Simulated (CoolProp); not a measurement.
A single-stage vapour-compression cycle with the fluid: evaporating at 250.15 K (dew point), condensing at 319.15 K (bubble point), superheat 8 K, subcooling 2 K, compressor efficiency 0.6, no pressure losses. The same conditions are run with several fluids, on thermodynamics alone (safety and materials aside).

The numbers come from the reference Helmholtz-energy equation of state of each fluid (R115: Lemmon 2016; cis-2-butene: Lemmon 2005; R1233zd(E): Akasaka 2022; ammonia: Gao 2020; R507A: Lemmon 2003; R404A: Lemmon 2003) in CoolProp. Blends and air are pseudo-pure fits.

Question: Rank R115, cis-2-butene, R1233zd(E), ammonia, R507A, R404A by cooling COP, highest first.

Answer: cis-2-butene (1.70), R1233zd(E) (1.67), ammonia (1.61), R404A (1.30), R507A (1.29), R115 (1.21)

```csv
fluid,pressure ratio,discharge temperature (K),refrigerating effect (kJ/kg),volumetric capacity (kJ/m³)
R115,7.62,335.9,53.2,808
cis-2-butene,12.4,380.2,303,259
R1233zd(E),16.5,367.8,141,137
ammonia,11.0,543.7,1040,1420
R507A,7.67,356.8,90.2,1270
R404A,7.88,358.6,93.7,1240
```
